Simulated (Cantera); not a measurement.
A Cantera script and what it prints.

```python
import numpy as np
import cantera as ct

gas_names = [...]  # 136 gases of nasa_gas.yaml made of C, H, N, O
cond_names = """
    C(gr) C6H6(L) C7H8(L) C8H18(L),n-octa H2O(s) H2O(L)
""".split()


# ... load() reads the species with a 1 bar reference pressure and builds the phases ...
atoms = {
    'n-butane': {'C': 4, 'H': 10},
    'O2': {'O': 2},
    'N2': {'N': 2},
}
top_T = {'C(gr)': 4500}  # K; cautious upper limits of use, not melting points


# ... equilibrate(T, P, feed) seeds the gas with the atoms and calls Mixture.equilibrate('TP', solver="vcs", rtol=1e-11, max_steps=5000) ...
results = []
feed = {'n-butane': 1, 'O2': 0.15, 'N2': 0.66}  # mol
P = 1000  # Pa
for T in [1175, 1225, 1275, 1325, 1375, 1425, 1475, 1525, 1575, 1625, 1675, 1725, 1775]:
    mix = equilibrate(T, P, feed)
    results.append((T, P, feed, dict(zip(mix.species_names, mix.species_moles))))

top = {s: max(r[3][s] / sum(r[3][g] for g in gas_names) for r in results) for s in gas_names}
cols = sorted((s for s in top if top[s] > 1e-06), key=lambda s: -top[s])[:5]
seen = [c for c in cond_names if any(r[3].get(c, 0) > 1e-12 for r in results)]
print("log10 of partial pressures in bar; condensed amounts in mol")
print(f"{'T/K':>10s}" + "".join(f"{s[:9]:>10s}" for s in cols + seen))
for T, P, feed, n in results:
    ng = sum(n[g] for g in gas_names)
    print(f"{T:10.4g}" + "".join(f"{np.log10(max(n[s] / ng * P / 1e5, 1e-99)):10.3f}" for s in cols)
          + "".join(f"{n.get(c, 0):10.4g}" for c in seen))
```

It prints:

```
log10 of partial pressures in bar; condensed amounts in mol
       T/K        H2        N2        CO         H       HCN     C(gr)
      1175    -2.076    -2.956    -3.298    -7.950    -6.767     3.699
      1225    -2.076    -2.956    -3.298    -7.544    -6.526     3.699
      1275    -2.076    -2.956    -3.298    -7.171    -6.304     3.699
      1325    -2.076    -2.956    -3.298    -6.825    -6.100     3.699
      1375    -2.076    -2.956    -3.298    -6.503    -5.910     3.699
      1425    -2.076    -2.956    -3.298    -6.204    -5.734     3.699
      1475    -2.076    -2.956    -3.298    -5.925    -5.570     3.698
      1525    -2.076    -2.957    -3.298    -5.664    -5.417     3.697
      1575    -2.077    -2.957    -3.298    -5.420    -5.274     3.696
      1625    -2.077    -2.957    -3.298    -5.190    -5.140     3.695
      1675    -2.077    -2.958    -3.298    -4.974    -5.014     3.693
      1725    -2.077    -2.959    -3.298    -4.770    -4.896     3.691
      1775    -2.078    -2.960    -3.299    -4.577    -4.784     3.688
```

Equilibrium computed with Cantera from the NASA thermochemical tables; the gas is ideal and each condensed phase is pure.
